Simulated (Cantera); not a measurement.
What does this Cantera script print?

```python
import numpy as np
import cantera as ct

gas_names = """
    H H2 N NH NH2 NH3 N2 N2H2 N2H4 Si SiH SiH2 SiH3 SiH4 SiN Si2 Si2N Si3
""".split()
cond_names = """
    Si(cr) Si(L) Si3N4(a)
""".split()


def load(file, names, dense=False):
    # The tables refer to 1 bar. Condensed volumes are neglected.
    table = {s.name: s for s in ct.Species.list_from_file(file)}
    out = []
    for n in names:
        d = dict(table[n].input_data)
        d["thermo"] = dict(d["thermo"], **{"reference-pressure": 1e5})
        if dense:
            d["equation-of-state"] = {"model": "constant-volume", "density": "1e6 g/cm^3"}
        out.append(ct.Species.from_dict(d))
    return out


gas = ct.Solution(thermo="ideal-gas", species=load("nasa_gas.yaml", gas_names))
cond = {s.name: ct.Solution(thermo="fixed-stoichiometry", species=[s], name=s.name)
        for s in load("nasa_condensed.yaml", cond_names, dense=True)}
atoms = {
    'SiH4': {'Si': 1, 'H': 4},
    'N2': {'N': 2},
}
top_T = {'Si3N4(a)': 2400}  # K; cautious upper limits of use, not melting points


def equilibrate(T, P, feed):
    n = {}
    for name, mol in feed.items():
        for a, k in atoms[name].items():
            n[a] = n.get(a, 0.0) + k * mol
    gas.TPX = T, P, n
    mass = sum(n.values()) * gas.mean_molecular_weight
    gas.equilibrate("TP")
    valid = [c for c in cond.values() if c.min_temp <= T <= top_T.get(c.name, c.max_temp)]
    mix = ct.Mixture([(gas, mass / gas.mean_molecular_weight)] + [(c, 0.0) for c in valid])
    mix.T, mix.P = T, P
    mix.equilibrate("TP", solver="vcs", rtol=1e-11, max_steps=5000)
    return mix


results = []
feed = {'SiH4': 1, 'N2': 0.34}  # mol
P = 2100  # Pa
for T in [1048, 1148, 1248, 1348, 1448, 1548, 1648, 1748, 1848, 1948, 2048]:
    mix = equilibrate(T, P, feed)
    results.append((T, P, feed, dict(zip(mix.species_names, mix.species_moles))))

top = {s: max(r[3][s] / sum(r[3][g] for g in gas_names) for r in results) for s in gas_names}
cols = sorted((s for s in top if top[s] > 0.0001), key=lambda s: -top[s])[:5]
seen = [c for c in cond_names if any(r[3].get(c, 0) > 1e-12 for r in results)]
print("log10 of partial pressures in bar; condensed amounts in mol")
print(f"{'T/K':>10s}" + "".join(f"{s[:9]:>10s}" for s in cols + seen))
for T, P, feed, n in results:
    ng = sum(n[g] for g in gas_names)
    print(f"{T:10.4g}" + "".join(f"{np.log10(max(n[s] / ng * P / 1e5, 1e-99)):10.3f}" for s in cols)
          + "".join(f"{n.get(c, 0):10.4g}" for c in seen))
```

Output:

```
log10 of partial pressures in bar; condensed amounts in mol
       T/K        H2        N2         H        Si       SiH    Si(cr)     Si(L)  Si3N4(a)
      1048    -1.678    -9.895    -8.951   -14.680   -13.860      0.49         0      0.17
      1148    -1.678    -8.278    -7.984   -12.739   -12.250      0.49         0      0.17
      1248    -1.678    -6.924    -7.170   -11.110   -10.902      0.49         0      0.17
      1348    -1.678    -5.773    -6.475    -9.726    -9.756    0.4902         0    0.1699
      1448    -1.678    -4.785    -5.874    -8.534    -8.770    0.4923         0    0.1692
      1548    -1.680    -3.927    -5.352    -7.498    -7.915     0.507         0    0.1643
      1648    -1.692    -3.176    -4.896    -6.589    -7.170    0.5885         0    0.1372
      1748    -1.747    -2.516    -4.515    -5.837    -6.586         0    0.9997         0
      1848    -1.748    -2.516    -4.149    -5.203    -6.078         0     0.999         0
      1948    -1.750    -2.518    -3.822    -4.634    -5.623         0    0.9968         0
      2048    -1.755    -2.520    -3.527    -4.122    -5.215         0    0.9899         0
```

Cantera equilibrium calculation (NASA polynomials, part measured and part estimated; ideal gas, pure solids and liquids). N2 is the only nitrogen source here; it is nearly inert below about 1500 K, so the nitride shown seldom forms there in practice. Mutual solubility and eutectic melting of coexisting phases are not modelled. The tables' values for SiN are old estimates; treat these amounts as uncertain. Gases not in the tables: Si2H6 and higher silanes.
